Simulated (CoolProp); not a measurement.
Vapour-liquid equilibrium of R22 (1) + R142b (2) at -13.15 °C; x and y are mole fractions of (1).

The numbers come from the multi-fluid Helmholtz-energy mixture model, Kamei 1995 and Lemmon 2006; pair parameters Bell 2016 in CoolProp.

```json
[
 {"x": "0.05", "bubble pressure (bar)": "0.9670", "y at the bubble point": "0.152", "dew pressure at overall composition x (bar)": "0.8911", "liquid density (mol/L)": "12.10"},
 {"x": "0.2", "bubble pressure (bar)": "1.282", "y at the bubble point": "0.452", "dew pressure at overall composition x (bar)": "1.007", "liquid density (mol/L)": "12.53"},
 {"x": "0.35", "bubble pressure (bar)": "1.597", "y at the bubble point": "0.637", "dew pressure at overall composition x (bar)": "1.155", "liquid density (mol/L)": "12.99"},
 {"x": "0.5", "bubble pressure (bar)": "1.927", "y at the bubble point": "0.767", "dew pressure at overall composition x (bar)": "1.351", "liquid density (mol/L)": "13.48"},
 {"x": "0.65", "bubble pressure (bar)": "2.279", "y at the bubble point": "0.862", "dew pressure at overall composition x (bar)": "1.625", "liquid density (mol/L)": "14.00"},
 {"x": "0.8", "bubble pressure (bar)": "2.653", "y at the bubble point": "0.934", "dew pressure at overall composition x (bar)": "2.036", "liquid density (mol/L)": "14.55"},
 {"x": "0.95", "bubble pressure (bar)": "3.040", "y at the bubble point": "0.986", "dew pressure at overall composition x (bar)": "2.759", "liquid density (mol/L)": "15.13"}
]
```

No azeotrope shows between x = 0.05 and 0.95.

Pair parameters are fitted to limited data, so mixtures are less certain than the pure fluids.
